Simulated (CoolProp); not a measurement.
Vapour-liquid equilibrium of R114 (1) + n-pentane (2) at 4.57 bar; x and y are mole fractions of (1).

Computed with CoolProp (multi-fluid Helmholtz-energy mixture model, Platzer 1990 and Thol 2019; pair parameters Bell 2016). This equation is an older, rougher fit; its heat capacities, sound speeds and derivatives of the liquid may be far off and weren't checked against measurements.

```
x     bubble temperature, mixture model (°C)  bubble temperature, Raoult's law (°C)  y, mixture model  y, Raoult's law
----  --------------------------------------  -------------------------------------  ----------------  ---------------
0.05                                    84.0                                   85.8             0.139            0.116
0.15                                    76.3                                   80.4             0.347            0.308
0.25                                    70.4                                   75.6             0.490            0.461
0.35                                    65.9                                   71.2             0.593            0.583
0.45                                    62.3                                   67.3             0.673            0.683
0.55                                    59.4                                   63.7             0.739            0.765
0.65                                    57.0                                   60.4             0.797            0.834
0.75                                    55.0                                   57.4             0.852            0.891
0.85                                    53.2                                   54.6             0.908            0.940
0.95                                    51.6                                   52.1             0.967            0.981
```

The largest gap from Raoult's law is -5.3 K in bubble temperature, at x = 0.35. No azeotrope shows between x = 0.05 and 0.95.

The pair parameters rest on a limited set of measurements; away from them the model extrapolates.
